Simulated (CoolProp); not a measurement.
Vapour-liquid equilibrium of propylene (1) + isobutane (2) at 23.15 °C; x and y are mole fractions of (1).

Values from CoolProp's multi-fluid Helmholtz-energy mixture model, Lemmon 2013 and Bücker 2006; pair parameters Bell 2016.

### Question
Give the bubble pressure and the first vapour's composition at x = 0.2, 0.5, 0.95. Is there an azeotrope?

### Answer
x = 0.2: 4.779 bar, y = 0.401; x = 0.5: 6.445 bar, y = 0.696; x = 0.95: 10.48 bar, y = 0.986. No azeotrope shows between x = 0.05 and 0.95.

The pair parameters rest on a limited set of measurements; away from them the model extrapolates. The gap from Raoult's law changes sign with composition, which may be real or a fault of the pair parameters; it wasn't checked against measurements.
